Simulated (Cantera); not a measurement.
Feed: 1 mol CS₂, 0.71 mol SO₂, 1.7 mol N₂, held at 3350 K and 95.0 Pa.

Cantera equilibrium calculation (NASA polynomials, part measured and part estimated; ideal gas, pure solids and liquids). Candidate condensed phases: C, S; 35 gas species. Equilibrium is a limit: real reactors are often held back by kinetics, nucleation or transport.

Task: What is the equilibrium state?

Result: 
- x(S): 0.463
- x(N₂): 0.291
- x(CO): 0.172
- x(O): 0.0693
- x(SO): 0.00219
- x(N): 0.00184
- x(NO): 0.000596
- x(S₂): 0.000507
- x(SN): 4.63e-5
- gas amount: 5.817 mol
- log10 activity of S(l) (absent): -5.08
- log10 activity of C(graphite) (absent): -6.25
